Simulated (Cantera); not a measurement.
# Equilibrium for iron carbonyl, mercury and lead vapours: Hg + O₂ + H₂

Charge: 1 mol Hg, 0.26 mol O₂, 1.4 mol H₂, held at 900 °C and 0.0350 bar.

Cantera equilibrium calculation (NASA polynomials, part measured and part estimated; ideal gas, pure solids and liquids). Candidate condensed phases: H₂O, Hg, HgO; 10 gas species. Kinetics and transport are ignored.

```
Property                             Result
--------------------------------  ---------
x(Hg)                                 0.417
x(H₂)                                 0.367
x(H₂O)                                0.217
gas amount                        2.400 mol
log10 activity of Hg(l) (absent)      -4.05
```
